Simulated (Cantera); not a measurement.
Input: 1 mol CH3OH, 0.065 mol CO2, 42 mol N2, at 310 Pa.

Cantera equilibrium calculation (NASA polynomials, part measured and part estimated; ideal gas, pure solids and liquids). Candidate condensed phases: C, C6H6, C7H8, C8H18, H2O; 136 gas species. Rates play no part. All values below are at 1423 K.

Base state: N2 0.932, H2 0.0432, CO 0.0234, H2O 0.00116, CO2 0.000278, H 2.48e-5 (mole fractions); condensed: gas only.

**Question.** What changes in the equilibrium state with this change: CO2 from 0.065 to 0.19 mol?

**Answer.** 
```tsv
species	before	after
N2	0.932	0.929
H2	0.0432	0.0409
CO	0.0234	0.0254
H2O	0.00116	0.00330
CO2	0.000278	0.000904
H	2.48e-5	2.41e-5
```
